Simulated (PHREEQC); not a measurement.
Make-up at 25 °C: 0.17 mol HNO3, 0.00033 mol CuSO4 and 0.00039 mol MnSO4 per kg of water. Closed to the air; pH follows from the charge balance.

The numbers come from PHREEQC with the ion-association model, phreeqc.dat.

```csv
quantity,before,after
pH,0.87,0.86
HSO4- (mol/kgw),0.000607,0.000279
SO4-2 (mol/kgw),0.000112,5.11e-5
```

Which change was made?
A. diluted 100-fold with water
B. MnSO4 left out
C. diluted 5-fold with water
D. 0.018 mol/kgw Na2B4O7 added
E. temperature from 25 to 20 °C

B, MnSO4 left out

Precipitation was switched off in this run.
